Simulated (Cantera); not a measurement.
A closed system holds: 1 mol Si, 2.4 mol Cl2, 0.71 mol H2, at 1175 K and 0.750 bar.

Method: chemical equilibrium by Gibbs-energy minimisation in Cantera with the NASA 1993 tables (ideal gas, pure condensed phases). Candidate condensed phases: Si; 19 gas species. The tables' values for SiCl3 are old estimates; treat these amounts as uncertain. Rates play no part.

Base state: SiCl4 0.468, HCl 0.384, H2 0.142, SiHCl3 0.00407, SiCl3 0.00147, SiCl2 4.49e-5 (mole fractions); condensed: gas only.

Question: What changes in the equilibrium state with this change: temperature from 1175 K to 925 K?

Answer: 
```json
[
 {"species": "SiCl4", "before": "0.468", "after": "0.473"},
 {"species": "HCl", "before": "0.384", "after": "0.380"},
 {"species": "H2", "before": "0.142", "after": "0.146"},
 {"species": "SiCl2", "before": "4.49e-5", "after": "1.26e-8"},
 {"species": "SiCl3", "before": "0.00147", "after": "1.22e-5"},
 {"species": "SiHCl3", "before": "0.00407", "after": "0.000662"}
]
```

Question: What changes in the equilibrium state with this change: Cl2 from 2.4 to 0.5 mol?

Answer: 
```json
[
 {"species": "H2", "before": "0.142", "after": "0.682"},
 {"species": "SiCl4", "before": "0.468", "after": "0.186"},
 {"species": "SiHCl3", "before": "0.00407", "after": "0.0677"},
 {"species": "HCl", "before": "0.384", "after": "0.0441"},
 {"species": "SiCl3", "before": "0.00147", "after": "0.0111"},
 {"species": "SiH3Cl", "before": "1.38e-9", "after": "4.02e-5"},
 {"species": "SiH2Cl2", "before": "4.55e-6", "after": "0.00316"},
 {"species": "SiCl2", "before": "4.49e-5", "after": "0.00651"},
 {"species": "Si(s), mol", "before": "0", "after": "0.737"}
]
```
